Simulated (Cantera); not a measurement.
A closed system holds: 1 mol SiF₄, 1.7 mol H₂O, held at 0.105 Torr.

Cantera equilibrium calculation (NASA polynomials, part measured and part estimated; ideal gas, pure solids and liquids). Candidate condensed phases: H₂O, Si, SiO₂; 38 gas species. The tables' values for SiF₃ are old estimates; treat these amounts as uncertain. The tables hold silica as quartz up to 1696 K and as liquid above; real silica turns to tridymite and cristobalite and melts near 1996 K. Kinetics and transport are ignored. All values below are at 1675 K.

Base state: HF 0.945, SiF₄ 0.0463, H₂O 0.00746, H₂ 0.000524, O₂ 0.000345, SiF₃ 0.000246, H 0.000225, OH 0.000155 (mole fractions); condensed: SiO₂(β-quartz).

Task: What changes in the equilibrium state with this change: SiF₄ replaced by TEOS?

Result: 
| species | before | after |
|---|---|---|
| H₂ | 0.000524 | 0.666 |
| CO | 0 | 0.325 |
| H | 0.000225 | 0.00801 |
| HF | 0.945 | 0 |
| SiF₄ | 0.0463 | 0 |
| SiO | 7.86e-5 | 0.00123 |
| H₂O | 0.00746 | 1.68e-8 |
| O₂ | 0.000345 | <1e-9 |
| SiF₃ | 0.000246 | 0 |
| OH | 0.000155 | <1e-9 |
| O | 5.36e-5 | <1e-9 |
| SiO₂(β-quartz), mol | 0.835 | 0 |
| C(graphite), mol | 0 | 1.34 |
| SiC(s), mol | 0 | 0.978 |
The feed counts by its element totals alone. Further candidate phases: C, C₆H₆, C₇H₈, C₈H₁₈, SiC.
